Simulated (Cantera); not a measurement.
Feed: 1 mol Cu2O, 6.4 mol CO, 0.83 mol H2, at 1600 K and 1 atm.

Method: chemical equilibrium by Gibbs-energy minimisation in Cantera with the NASA 1993 tables (ideal gas, pure condensed phases). Candidate condensed phases: C, C6H6, C7H8, C8H18, Cu, CuO, Cu(OH)2, Cu2O, H2O; 113 gas species. Kinetics and transport are ignored.

Task: What is the equilibrium state?

Result: 
```json
{
 "x(CO)": "0.780",
 "x(CO2)": "0.105",
 "x(H2)": "0.0817",
 "x(H2O)": "0.0331",
 "x(Cu)": "3.92e-5",
 "x(H)": "1.54e-5",
 "n(Cu(l))": "2.00 mol",
 "gas_amount": "7.230 mol",
 "log10 activity of C(graphite) (absent)": "-2.77"
}
```
